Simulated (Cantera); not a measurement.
Feed: 1 mol Si₃N₄, 0.15 mol N₂O, 9.5 mol H₂, equilibrated at 1475 °C and 5.70 mbar.

Cantera equilibrium calculation (NASA polynomials, part measured and part estimated; ideal gas, pure solids and liquids). Candidate condensed phases: H₂O, Si, SiO₂, Si₂N₂O, Si₃N₄; 35 gas species. Gases not in the tables: Si₂H₆ and higher silanes. Rates play no part.

Base state: H₂ 0.802, N₂ 0.182, SiO 0.0127, H 0.00271, Si 0.000256, SiH 2.30e-5, SiH₂ 1.65e-5 (mole fractions); condensed: Si(l).

Q: What changes in the equilibrium state with this change: pressure from 5.70 mbar to 1.10 bar?

A: 
```csv
species,before,after
H₂,0.802,0.979
N₂,0.182,0.0206
H,0.00271,0.000216
SiO,0.0127,7.00e-5
Si,0.000256,3.94e-7
SiH,2.30e-5,5.45e-7
"Si(l), mol",2.85,0
"Si₂N₂O(s), mol",0,0.149
"Si₃N₄(s), mol",0,0.900
```
Mutual solubility and eutectic melting of coexisting phases are not modelled.
